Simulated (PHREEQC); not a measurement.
Make-up at 25 °C: 0.0033 mol/kgw MnSO4, 0.00054 mol/kgw NiCl2, 0.00013 mol/kgw NaF and 0.0051 mol/kgw Na2SO4. Closed to the air; pH follows from the charge balance.

Computed with PHREEQC (ion-association model, wateq4f.dat).

Each row changes one thing in this solution. Precipitation was switched off in this run.

| case | pH | ionic strength (mol/kgw) | SO4-2 (mol/kgw) | Ni+2 (mol/kgw) | NaSO4- (mol/kgw) | NiSO4 (mol/kgw) | SI of Morenosite (NiSO4:7H2O) | SI of Mirabilite (Na2SO4:10H2O) |
|---|---|---|---|---|---|---|---|---|
| as made | 6.66 | 0.0255 | 0.00712 | 0.000381 | 0.000198 | 0.000157 | -3.73 | -5.41 |
| Na2SO4 left out | 6.57 | 0.0124 | 0.00266 | (withheld) | 1.10e-6 | 9.39e-5 | -3.96 | -9.53 |
| MnSO4 from 0.0033 to 0.033 mol/kgw | 6.46 | (withheld) | 0.0244 | 0.000323 | 0.000454 | 0.000216 | -3.59 | -5.15 |
| temperature from 25 to 90 °C | 6.00 | 0.0228 | 0.00643 | (withheld) | 0.000237 | 0.000186 | -4.25 | -7.99 |
| diluted 5-fold with water | 6.79 | 0.00562 | 0.00157 | 9.28e-5 | 1.18e-5 | 1.50e-5 | -4.75 | -7.27 |
| MnSO4 replaced by CaSO4 at the same molality | 6.79 | 0.0253 | 0.00705 | 0.000382 | 0.000197 | 0.000157 | -3.73 | -5.42 |
| diluted 100-fold with water | (withheld) | 0.000300 | 8.35e-5 | 5.32e-6 | 3.99e-8 | 7.39e-8 | -7.06 | -10.99 |
| 0.00075 mol/kgw H2SO4 added | 3.05 | 0.0268 | 0.00743 | 0.000380 | 0.000204 | 0.000160 | -3.73 | -5.40 |

Complete the blanks.


- Na2SO4 left out, Ni+2 (mol/kgw): 0.000444
- MnSO4 from 0.0033 to 0.033 mol/kgw, ionic strength (mol/kgw): 0.0951
- temperature from 25 to 90 °C, Ni+2 (mol/kgw): 0.000352
- diluted 100-fold with water, pH: 6.97

In wateq4f.dat the enthalpy of Ni(OH)2 has the wrong sign, so its saturation index can't be trusted away from 25 °C. At this temperature some constants are extrapolated from 25 °C, and those without enthalpy data are left unchanged.
